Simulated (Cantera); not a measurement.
A closed system holds: 1 mol SiO2, 9.6 mol HCl, 43 mol H2, at 38.0 Pa.

These are equilibrium values from Cantera (NASA tables, ideal gas, pure condensed phases), not measurements of a reactor. Candidate condensed phases: H2O, Si, SiO2; 30 gas species. The tables hold silica as quartz up to 1696 K and as liquid above; real silica turns to tridymite and cristobalite and melts near 1996 K. The numbers say what is thermodynamically allowed, not how fast it happens.

**Question.** Which condensed phases are stable at each of these points (T (K)): 825, 925, 1025, 1125, 1225, 1325, 1425, 1525, 1625, 1725?

**Answer.** 
| T (K) | condensed phases | Si condensed (%) |
|---|---|---|
| 825 | SiO2(α-quartz) | 100.0 |
| 925 | SiO2(β-quartz) | 100.0 |
| 1025 | SiO2(β-quartz) | 100.0 |
| 1125 | SiO2(β-quartz) | 100.0 |
| 1225 | SiO2(β-quartz) | 99.9 |
| 1325 | SiO2(β-quartz) | 99.4 |
| 1425 | SiO2(β-quartz) | 96.8 |
| 1525 | SiO2(β-quartz) | 85.6 |
| 1625 | SiO2(β-quartz) | 46.7 |
| 1725 | gas only | 0.0 |

At 825 K the condensed part is SiO2(α-quartz). From 925 K to 1625 K the condensed part is SiO2(β-quartz). At 1725 K nothing is condensed.
